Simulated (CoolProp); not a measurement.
Vapour-liquid equilibrium of carbon dioxide (1) + n-pentane (2) at 273.7 K; x and y are mole fractions of (1).

Computed with CoolProp (multi-fluid Helmholtz-energy mixture model, Span 1996 and Thol 2019; pair parameters Kunz 2012).

```
x     bubble pressure, mixture model (bar)  bubble pressure, Raoult's law (bar)  y, mixture model  y, Raoult's law
----  ------------------------------------  -----------------------------------  ----------------  ---------------
0.05                                 2.416                                2.006             0.894            0.881
0.15                                 7.152                                5.517             0.963            0.961
0.25                                 11.79                                9.028             0.977            0.979
0.35                                 15.79                                12.54             0.982            0.987
0.45                                 18.95                                16.05             0.985            0.991
0.55                                 21.44                                19.56             0.987            0.994
0.65                                 23.62                                23.07             0.988            0.996
0.75                                 25.95                                26.58             0.990            0.998
0.85                                 28.88                                30.09             0.993            0.999
0.95                                 32.86                                33.61             0.997            1.000
```

The largest gap from Raoult's law is +30.6 % in bubble pressure, at x = 0.25. No azeotrope shows between x = 0.05 and 0.95.

The pair parameters rest on a limited set of measurements; away from them the model extrapolates. The gap from Raoult's law changes sign with composition, which may be real or a fault of the pair parameters; it wasn't checked against measurements.
